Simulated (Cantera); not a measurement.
# Hydrogen reduction and annealing atmospheres: Cu2O + H2 + H2O

A closed system holds: 1 mol Cu2O, 1400 mol H2, 0.69 mol H2O, held at 1.00 bar.

Method: chemical equilibrium by Gibbs-energy minimisation in Cantera with the NASA 1993 tables (ideal gas, pure condensed phases). Candidate condensed phases: Cu, CuO, Cu(OH)2, Cu2O, H2O; 12 gas species. The numbers say what is thermodynamically allowed, not how fast it happens.

```tsv
T (K)	x H2	x Cu	x H2O	x H	x Cu2	x OH	n Cu(s)	n Cu(l)
600	0.999	<1e-12	0.00121	<1e-12	<1e-12	<1e-12	2.00	0
700	0.999	<1e-12	0.00121	<1e-12	<1e-12	<1e-12	2.00	0
800	0.999	<1e-12	0.00121	2.89e-12	<1e-12	<1e-12	2.00	0
900	0.999	<1e-12	0.00121	1.17e-10	<1e-12	<1e-12	2.00	0
1000	0.999	1.56e-11	0.00121	2.27e-9	<1e-12	<1e-12	2.00	0
1100	0.999	5.95e-10	0.00121	2.58e-8	<1e-12	<1e-12	2.00	0
1200	0.999	1.23e-8	0.00121	1.97e-7	<1e-12	1.90e-12	2.00	0
1300	0.999	1.58e-7	0.00121	1.11e-6	1.30e-11	1.74e-11	2.00	0
1400	0.999	1.35e-6	0.00121	4.86e-6	2.63e-10	1.17e-10	0	2.00
1500	0.999	8.22e-6	0.00121	1.76e-5	3.22e-9	6.07e-10	0	1.99
1600	0.999	3.98e-5	0.00121	5.43e-5	2.85e-8	2.57e-9	0	1.94
1700	0.998	0.000159	0.00121	0.000147	1.92e-7	9.19e-9	0	1.78
1800	0.998	0.000541	0.00121	0.000358	1.04e-6	2.85e-8	0	1.24
1900	0.997	0.00142	0.00120	0.000792	3.58e-6	7.86e-8	0	0
```
x: gas mole fraction; n: condensed amount in mol.

From 600 K to 1300 K the condensed part is Cu(s). From 1400 K to 1800 K the condensed part is Cu(l). At 1900 K nothing is condensed.
